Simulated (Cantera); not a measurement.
# Stirred combustor or abatement burner

A perfectly stirred reactor is fed with 4.91 % CH4, 2.01 % C2H6, 19.4 % O2, 72.6 % N2, 1.08 % H2, equivalence ratio 0.90, at 101000 Pa; it is adiabatic with a 550 K inlet, and is followed from long to short residence time, starting on the burning branch (τ in s: 0.051, 0.017, 0.0059, 0.002, 0.0007, 0.00024, 8.2e-05, 2.8e-05, 9.7e-06, 3.3e-06).

Model: GRI-Mech 3.0 (53 species, 325 reactions), integrated in Cantera.

| τ (s) | T (K) | x CH4 | x C2H6 | x O2 | x NO | x CH3 | x H |
|---|---|---|---|---|---|---|---|
| 0.051 | 2283 | 2.28e-6 | 1.17e-7 | 0.0222 | 0.00177 | 1.59e-6 | 0.000604 |
| 0.017 | 2261 | 5.64e-6 | 3.39e-7 | 0.0236 | 0.000933 | 3.77e-6 | 0.000891 |
| 0.0059 | 2218 | 1.24e-5 | 9.16e-7 | 0.0256 | 0.000474 | 7.71e-6 | 0.00158 |
| 0.0020 | 2150 | 2.74e-5 | 2.43e-6 | 0.0284 | 0.000230 | 1.56e-5 | 0.00298 |
| 0.00070 | 2068 | 6.29e-5 | 6.15e-6 | 0.0317 | 0.000117 | 3.26e-5 | 0.00518 |
| 0.00024 | 1974 | 0.000164 | 1.67e-5 | 0.0360 | 6.16e-5 | 7.59e-5 | 0.00792 |
| 8.2e-5 | 1869 | 0.000542 | 5.48e-5 | 0.0434 | 2.99e-5 | 0.000215 | 0.00940 |
| 2.8e-5 | 550 | 0.0491 | 0.0201 | 0.194 | <1e-12 | <1e-12 | <1e-12 |
| 9.7e-6 | 550 | 0.0491 | 0.0201 | 0.194 | <1e-12 | <1e-12 | <1e-12 |
| 3.3e-6 | 550 | 0.0491 | 0.0201 | 0.194 | <1e-12 | <1e-12 | <1e-12 |
x: mole fraction; the columns are a selection and need not sum to one.
